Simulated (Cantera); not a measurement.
An isothermal, constant-pressure homogeneous reactor starts with 19.6 % N2O, 80.4 % N2, at 1075 K and 1.18 atm.

Detailed kinetics in Cantera: GRI-Mech 3.0 (53 species, 325 reactions). GRI-Mech 3.0 was tuned for natural gas; its chemistry of N2O as a main component is partial and can be far from experiment. The mechanism lacks the step 2 NO + O2 → 2 NO2, which can matter for NO2 below about 1400 K. The temperature is held fixed by assumption; the heat of reaction is taken as removed at once.

Question: Predict: x(N2O) at 40.0 s; x(N2) at 40.0 s; x(NO2) at 40.0 s; x(NO) at 40.0 s; x(O2) at 40.0 s; x(O) at 40.0 s.

Answer: 
```json
{
  "x(N2O) at 40.0 s": "0.0411 (gas-phase equilibrium 4.29e-9)",
  "x(N2) at 40.0 s": "0.885 (gas-phase equilibrium 0.911)",
  "x(NO2) at 40.0 s": "0.000112 (gas-phase equilibrium 1.12e-6)",
  "x(NO) at 40.0 s": "0.00643 (gas-phase equilibrium 4.75e-5)",
  "x(O2) at 40.0 s": "0.0672 (gas-phase equilibrium 0.0893)",
  "x(O) at 40.0 s": "5.46e-8 (gas-phase equilibrium 3.60e-10)"
}
```
